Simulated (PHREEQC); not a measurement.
Dissolve 0.038 mol/kgw HF, 0.012 mol/kgw NaF, 0.00052 mol/kgw (NH4)2SiF6 and 0.00031 mol/kgw HCl at 5 °C. Closed to the air; pH follows from the charge balance.

The numbers come from PHREEQC with the ion-association model, phreeqc.dat.

This is a speciation only: nothing precipitates in the calculation.

Problem. Estimate the pH, ionic strength.

Solution. pH 2.56; ionic strength 0.0165 mol/kgw.

Problem. In which forms is F present?

Solution. HF 64 %, F- 25 %, SiF6-2 5.9 %, HF2- 5.3 % of the F.

At this temperature some constants are extrapolated from 25 °C, and those without enthalpy data are left unchanged. SiF6-2 is the database's only silicon fluoride.
